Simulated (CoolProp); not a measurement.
Computed with CoolProp (reference Helmholtz-energy equation of state, Lemmon 2022).

### Question
Give the vapour pressure (MPa), liquid density (kg/m³), vapour density (kg/m³), liquid viscosity (µPa s) of saturated R1234yf at 247.4, 250.5, 259.8 K.

### Answer
```
T (K)  p (MPa)  liquid density (kg/m³)  vapour density (kg/m³)  liquid viscosity (µPa s)
-----  -------  ----------------------  ----------------------  ------------------------
247.4    0.119                    1250                    6.95                       276
250.5    0.135                    1240                    7.85                       265
259.8    0.196                    1220                    11.1                       235
```

Viscosity comes from a separate model (Bell 2016), an estimate that may be off by 10 % or more.
